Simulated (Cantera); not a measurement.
**Ignition delay**

Mixture: 13.6 % CH₄, 0.515 % C₂H₆, 18.0 % O₂, 67.9 % N₂, equivalence ratio 1.6, at 3230 Torr, adiabatic and at constant volume. Ignition delay is the time to a rise of 400 K.

Detailed kinetics in Cantera: GRI-Mech 3.0 (53 species, 325 reactions).

| T0 (K) | delay (ms) |
|---|---|
| 1098 | 17.5 |
| 1198 | 5.51 |
| 1298 | 1.80 |
| 1398 | 0.608 |
| 1498 | 0.214 |
| 1598 | 0.0816 |
| 1698 | 0.0349 |
| 1798 | 0.0170 |
| 1898 | 0.00943 |

* **apparent activation energy between 1698 and 1898 K**: 180 kJ/mol
